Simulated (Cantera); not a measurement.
A freely propagating, adiabatic, planar premixed flame of 31.6 % H2, 14.4 % O2, 54.0 % N2, equivalence ratio 1.1, unburnt at 325 K and 5.00 bar; mixture-averaged transport, grid criteria slope 0.08 and curve 0.16, no radiation.

Computed with Cantera and the H2/O2 subset of GRI-Mech 3.0, which has no nitrogen chemistry. The hydrogen kinetics of GRI-Mech 3.0 are dated; newer H2 mechanisms differ, most at raised pressure. Burning velocities carry a grid error of a few per cent, more on coarse grids.

Question: Predict: laminar burning velocity; thermal thickness; peak x(HO2); peak x(H2O2); peak x(H).

Answer: 
```
Item                         Result
------------------------  ---------
laminar burning velocity   261 cm/s
thermal thickness         0.0485 mm
peak x(HO2)                 0.00119
peak x(H2O2)               0.000176
peak x(H)                    0.0270
```
